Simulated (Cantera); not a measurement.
An adiabatic, constant-pressure homogeneous reactor starts with 24.3 % CO, 0.996 % H₂, 6.66 % O₂, 68.0 % N₂, equivalence ratio 1.9, at 1725 K and 760 Torr.

Detailed kinetics in Cantera: GRI-Mech 3.0 (53 species, 325 reactions).

One state of this run: T (K) = 2608; x CO = 0.137; x H₂ = 0.00132; x O₂ = 0.00317; x NO₂ = 3.17e-7; x H₂O = 0.00758; x O = 0.00136. x: mole fraction; the columns are a selection and need not sum to one.

Problem. Which value of t (s) does it belong to?
(A) 0.0203
(B) 0.000155
(C) 4.00e-6
(D) 0.000524

Solution. A, 0.0203
